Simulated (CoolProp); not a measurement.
Vapour-liquid equilibrium of isobutene (1) + n-butane (2) at 369 kPa; x and y are mole fractions of (1).

Model: multi-fluid Helmholtz-energy mixture model, Lemmon 2005 and Bücker 2006; pair parameters Bell 2016, in CoolProp.

Give the bubble temperature and the first vapour's composition at x = 0.05, 0.15, 0.25. Is there an azeotrope?

x = 0.05: 311.7 K, y = 0.062; x = 0.15: 310.7 K, y = 0.181; x = 0.25: 309.8 K, y = 0.292. No azeotrope shows between x = 0.05 and 0.95.

Pair parameters are fitted to limited data, so mixtures are less certain than the pure fluids.
